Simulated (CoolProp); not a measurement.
Vapour-liquid equilibrium of R113 (1) + n-hexane (2) at 250.4 K; x and y are mole fractions of (1).

Values from CoolProp's multi-fluid Helmholtz-energy mixture model, Marx 1992 and Thol 2019; pair parameters Bell 2016.

| x | bubble pressure, mixture model (MPa) | bubble pressure, Raoult's law (MPa) | y, mixture model | y, Raoult's law |
|---|---|---|---|---|
| 0.05 | 0.001826 | 0.001707 | 0.185 | 0.130 |
| 0.125 | 0.002173 | 0.001921 | 0.365 | 0.288 |
| 0.2 | 0.002474 | 0.002135 | ___ | 0.414 |
| 0.275 | 0.002737 | 0.002350 | 0.570 | 0.518 |
| 0.35 | ___ | 0.002564 | 0.637 | 0.604 |
| 0.425 | 0.003180 | 0.002778 | 0.691 | 0.676 |
| 0.5 | 0.003372 | 0.002992 | 0.738 | 0.739 |
| 0.575 | 0.003550 | 0.003207 | 0.780 | 0.793 |
| 0.65 | ___ | 0.003421 | 0.819 | 0.840 |
| 0.725 | 0.003877 | 0.003635 | ___ | 0.882 |
| 0.8 | 0.004031 | 0.003850 | 0.894 | 0.919 |
| 0.875 | 0.004180 | 0.004064 | 0.932 | 0.952 |
| 0.95 | 0.004326 | 0.004278 | 0.972 | 0.982 |

What belongs in the gaps?


- 0.2, y, mixture model: 0.484
- 0.35, bubble pressure, mixture model (MPa): 0.002970
- 0.65, bubble pressure, mixture model (MPa): 0.003718
- 0.725, y, mixture model: 0.857

The largest gap from Raoult's law is +16.5 % in bubble pressure, at x = 0.275. No azeotrope shows between x = 0.05 and 0.95.

The pair parameters rest on a limited set of measurements; away from them the model extrapolates.
